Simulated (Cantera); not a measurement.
A perfectly stirred reactor is fed with CH₄ : H₂O : H₂ = 1 : 0.66 : 0.41 (molar parts), at 1.80 bar; it is held at 1600 K, and followed from long to short residence time.

Cantera simulation using GRI-Mech 3.0 (53 species, 325 reactions); the numbers are that mechanism's predictions, not measurements. GRI-Mech 3.0 stops at C3 and has no aromatics, soot or wall deposition, so with more carbon than oxygen in the feed, carbon stays in small species such as C2H2 where larger ones or solid carbon would form.

Q: What does this change do: pressure from 1.80 bar to 0.230 bar?

A: 
```json
[
 {"quantity": "x(CH₄) at τ = 9.00 s", "before": "0.0744", "after": "0.0442"},
 {"quantity": "x(H₂O) at τ = 9.00 s", "before": "0.0792", "after": "0.109"},
 {"quantity": "x(H₂) at τ = 9.00 s", "before": "0.666", "after": "0.667"},
 {"quantity": "x(C₂H₂) at τ = 9.00 s", "before": "0.0509", "after": "0.0861"},
 {"quantity": "x(CO) at τ = 9.00 s", "before": "0.118", "after": "0.0867"},
 {"quantity": "x(CH₄) at τ = 64.0 ms", "before": "0.251", "after": "0.334"},
 {"quantity": "x(H₂O) at τ = 64.0 ms", "before": "0.265", "after": "0.287"},
 {"quantity": "x(H₂) at τ = 64.0 ms", "before": "0.403", "after": "0.327"},
 {"quantity": "x(C₂H₂) at τ = 64.0 ms", "before": "0.0686", "after": "0.0455"},
 {"quantity": "x(CO) at τ = 64.0 ms", "before": "0.00391", "after": "0.00104"}
]
```

Q: What does this change do: CH4 1 to 5.4 parts?

A: 
| quantity | before | after |
|---|---|---|
| x(CH₄) at τ = 9.00 s | 0.0744 | 0.118 |
| x(H₂O) at τ = 9.00 s | 0.0792 | 0.0115 |
| x(H₂) at τ = 9.00 s | 0.666 | 0.657 |
| x(C₂H₂) at τ = 9.00 s | 0.0509 | 0.145 |
| x(CO) at τ = 9.00 s | 0.118 | 0.0484 |
| x(CH₄) at τ = 64.0 ms | 0.251 | 0.377 |
| x(H₂O) at τ = 64.0 ms | 0.265 | 0.0756 |
| x(H₂) at τ = 64.0 ms | 0.403 | 0.419 |
| x(C₂H₂) at τ = 64.0 ms | 0.0686 | 0.113 |
| x(CO) at τ = 64.0 ms | 0.00391 | 0.00162 |

Q: What does this change do: pressure from 1.80 bar to 1.00 bar?

A: 
```json
[
 {"quantity": "x(CH₄) at τ = 9.00 s", "before": "0.0744", "after": "0.0550"},
 {"quantity": "x(H₂O) at τ = 9.00 s", "before": "0.0792", "after": "0.0836"},
 {"quantity": "x(H₂) at τ = 9.00 s", "before": "0.666", "after": "0.677"},
 {"quantity": "x(C₂H₂) at τ = 9.00 s", "before": "0.0509", "after": "0.0640"},
 {"quantity": "x(CO) at τ = 9.00 s", "before": "0.118", "after": "0.111"},
 {"quantity": "x(CH₄) at τ = 64.0 ms", "before": "0.251", "after": "0.273"},
 {"quantity": "x(H₂O) at τ = 64.0 ms", "before": "0.265", "after": "0.271"},
 {"quantity": "x(H₂) at τ = 64.0 ms", "before": "0.403", "after": "0.383"},
 {"quantity": "x(C₂H₂) at τ = 64.0 ms", "before": "0.0686", "after": "0.0640"},
 {"quantity": "x(CO) at τ = 64.0 ms", "before": "0.00391", "after": "0.00275"}
]
```
